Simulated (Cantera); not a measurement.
Silicon oxide and oxynitride deposition: HMDSO + CO2 + N2

Input: 1 mol HMDSO, 1.3 mol CO2, 140 mol N2, at 11.0 Pa.

These are equilibrium values from Cantera (NASA tables, ideal gas, pure condensed phases), not measurements of a reactor. Candidate condensed phases: C, C6H6, C7H8, C8H18, H2O, Si, SiC, SiO2, Si2N2O, Si3N4; 151 gas species. The feed counts by its element totals alone. N2 is the only nitrogen source here; it is nearly inert below about 1500 K, so the nitride shown seldom forms there in practice. Mutual solubility and eutectic melting of coexisting phases are not modelled. Kinetics and transport are ignored.

From 1175 K to 1250 K the condensed part is C(graphite) + Si2N2O(s). At 1275 K the condensed part is C(graphite) + SiC(s) + Si2N2O(s). From 1300 K to 1450 K the condensed part is C(graphite) + SiC(s). The main Si-bearing gas is SiO throughout.

```
T (K)   x N2    x H2    x CO       x H  n C(graphite)  n Si2N2O(s)  n SiC(s)
-----  -----  ------  ------  --------  -------------  -----------  --------
1175   0.923  0.0598  0.0173   2.86e-6           4.70        1.000         0
1200   0.923  0.0597  0.0173   4.60e-6           4.70        1.000         0
1225   0.923  0.0597  0.0173   7.26e-6           4.70        1.000         0
1250   0.923  0.0597  0.0173   1.13e-5           4.70        1.000         0
1275   0.922  0.0596  0.0185   1.72e-5           4.12        0.808     0.383
1300   0.917  0.0589  0.0236   2.56e-5           1.70            0      2.00
1325   0.917  0.0589  0.0236   3.79e-5           1.70            0      2.00
1350   0.917  0.0589  0.0236   5.52e-5           1.70            0      2.00
1375   0.917  0.0589  0.0236   7.93e-5           1.69            0      2.00
1400   0.917  0.0589  0.0236  0.000113           1.69            0      2.00
1425   0.917  0.0588  0.0236  0.000158           1.69            0      1.99
1450   0.917  0.0588  0.0236  0.000219           1.68            0      1.99
```
x: gas mole fraction; n: condensed amount in mol.
